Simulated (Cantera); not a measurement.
An isothermal, constant-pressure homogeneous reactor starts with H₂ : O₂ = 0.017 : 1 (molar parts), equivalence ratio 0.0085, at 1000 K and 0.0110 bar.

Model: GRI-Mech 3.0 (53 species, 325 reactions), integrated in Cantera. Radical loss at walls, strong at low pressure, is not modelled.

x: mole fraction; the columns are a selection and need not sum to one.

```tsv
t (s)	x H₂	x O₂	x H₂O	x OH	x HO₂	x H
1.00e-6	0.0167	0.983	<1e-12	<1e-12	<1e-12	<1e-12
7.32e-6	0.0167	0.983	<1e-12	<1e-12	<1e-12	<1e-12
5.35e-5	0.0167	0.983	<1e-12	1.03e-12	7.05e-12	6.02e-12
0.000391	0.0167	0.983	1.27e-11	2.86e-11	5.19e-11	2.74e-11
0.00286	0.0167	0.983	3.14e-9	1.45e-9	4.17e-10	7.34e-10
0.0210	0.00156	0.973	0.0132	0.00127	3.85e-6	0.00273
0.153	[?]	0.981	0.0166	[?]	[?]	[?]
1.12	[?]	0.983	0.0168	[?]	[?]	[?]
8.20	2.48e-8	0.983	0.0169	8.41e-6	1.50e-8	4.83e-9
60.0	1.49e-9	0.983	0.0169	2.15e-6	1.23e-9	8.12e-11
```

Q: Some entries are withheld; supply them.

A: 
- 0.153, x H₂: 2.73e-5
- 0.153, x OH: 0.000247
- 0.153, x HO₂: 1.42e-6
- 0.153, x H: 0.000123
- 1.12, x H₂: 8.58e-7
- 1.12, x OH: 4.59e-5
- 1.12, x HO₂: 2.19e-7
- 1.12, x H: 8.02e-7
